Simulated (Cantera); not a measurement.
# Ignition delay

Mixture: CO : H₂ : O₂ : N₂ = 1 : 0.89 : 0.45 : 2.21 (molar parts), at 1.70 bar, adiabatic and at constant volume. Ignition delay is the time to a rise of 400 K.

Computed with Cantera and GRI-Mech 3.0 (53 species, 325 reactions). Where the delays flatten at high temperature, the 400 K rule measures the pace of heat release, not the induction time.

| T0 (K) | delay (ms) |
|---|---|
| 1225 | 0.0350 |
| 1325 | 0.0221 |
| 1425 | 0.0158 |
| 1525 | 0.0124 |
| 1625 | 0.0105 |
| 1725 | 0.00955 |
